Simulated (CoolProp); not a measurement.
Vapour-liquid equilibrium of ethanol (1) + dimethyl carbonate (2) at 0.00537 MPa; x and y are mole fractions of (1).

Values from CoolProp's multi-fluid Helmholtz-energy mixture model, Schroeder 2014 and Zhou 2011; pair parameters Bell 2016.

```tsv
x	bubble temperature (K)	y at the bubble point	dew temperature at overall composition x (K)	liquid density (mol/L)
0.05	289.8	0.171	291.7	12.09
0.2	286.4	0.393	289.4	12.69
0.35	285.4	0.472	287.0	(withheld)
0.5	285.2	0.511	285.2	14.06
0.65	285.3	0.543	286.6	14.87
0.8	(withheld)	0.606	(withheld)	15.80
0.95	289.1	(withheld)	(withheld)	16.82
```

**Question.** Fill in the missing entries.

**Answer.** 
- 0.35, liquid density (mol/L): 13.34
- 0.8, bubble temperature (K): 286.0
- 0.8, dew temperature at overall composition x (K): 288.9
- 0.95, y at the bubble point: 0.816
- 0.95, dew temperature at overall composition x (K): 291.0

y crosses x between x = 0.5 and 0.65: the model has an azeotrope there.

The pair parameters rest on a limited set of measurements; away from them the model extrapolates.
